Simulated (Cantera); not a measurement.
An isothermal, constant-pressure homogeneous reactor starts with 42.2 % CH₄, 50.6 % H₂O, 7.17 % H₂, at 1575 K and 2.40 bar.

Model: GRI-Mech 3.0 (53 species, 325 reactions), integrated in Cantera.

**Question.** Predict: x(CH₄) at 20.0 s; x(H₂O) at 20.0 s; x(H₂) at 20.0 s; x(C₂H₄) at 20.0 s; x(CH₂CO) at 20.0 s.

**Answer.** 
```
Quantity                                               Value
------------------  ----------------------------------------
x(CH₄) at 20.0 s      0.0380 (gas-phase equilibrium 2.22e-5)
x(H₂O) at 20.0 s       0.0919 (gas-phase equilibrium 0.0414)
x(H₂) at 20.0 s          0.665 (gas-phase equilibrium 0.730)
x(C₂H₄) at 20.0 s   0.00118 (gas-phase equilibrium 3.44e-10)
x(CH₂CO) at 20.0 s  8.04e-7 (gas-phase equilibrium 2.27e-10)
```
